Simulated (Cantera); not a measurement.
Pyrogenic steam for wet oxidation

An isothermal, constant-pressure homogeneous reactor starts with 22.5 % H₂, 12.5 % O₂, 65.0 % N₂, at 898 K and 413 Torr.

Cantera simulation using the H2/O2 subset of GRI-Mech 3.0, which has no nitrogen chemistry; the numbers are that mechanism's predictions, not measurements. Below about 950 K walls govern HO2 and H2O2 in real vessels. The temperature is held fixed by assumption; the heat of reaction is taken as removed at once.

| t (s) | x H₂ | x O₂ | x H₂O | x OH | x H₂O₂ | x O | x H |
|---|---|---|---|---|---|---|---|
| 0.000100 | 0.225 | 0.125 | 6.26e-11 | <1e-12 | <1e-12 | 3.27e-12 | 3.42e-11 |
| 0.000231 | 0.225 | 0.125 | 2.96e-10 | 1.50e-12 | <1e-12 | 6.23e-12 | 6.30e-11 |
| 0.000534 | 0.225 | 0.125 | 1.19e-9 | 2.30e-12 | 8.28e-12 | 9.59e-12 | 9.58e-11 |
| 0.00123 | 0.225 | 0.125 | 4.02e-9 | 2.97e-12 | 6.36e-11 | 1.24e-11 | 1.23e-10 |
| 0.00285 | 0.225 | 0.125 | 1.27e-8 | 4.19e-12 | 4.48e-10 | 1.74e-11 | 1.74e-10 |
| 0.00658 | 0.225 | 0.125 | 4.79e-8 | 8.85e-12 | 3.34e-9 | 3.67e-11 | 3.66e-10 |
| 0.0152 | 0.225 | 0.125 | 3.43e-7 | 4.64e-11 | 3.83e-8 | 1.90e-10 | 1.90e-9 |
| 0.0351 | 0.225 | 0.125 | 2.84e-5 | 7.36e-9 | 4.88e-6 | 2.25e-8 | 2.24e-7 |
| 0.0811 | 0.156 | 0.0912 | 0.0772 | 3.91e-9 | 8.74e-5 | 7.28e-9 | 6.93e-8 |
| 0.187 | 0.156 | 0.0907 | 0.0780 | 9.91e-9 | 0.000200 | 1.63e-8 | 1.56e-7 |
| 0.433 | 0.151 | 0.0883 | 0.0830 | 2.47e-8 | 0.000435 | 3.43e-8 | 3.30e-7 |
| 1.00 | 0.136 | 0.0810 | 0.0996 | 2.72e-8 | 0.000464 | 3.42e-8 | 3.25e-7 |
x: mole fraction; the columns are a selection and need not sum to one.

Equilibrium at this temperature and pressure: H₂ 8.62e-12, O₂ 0.0141, H₂O 0.254, OH 1.18e-8, H₂O₂ 1.47e-11, O <1e-12, H <1e-12 (gas phase only).
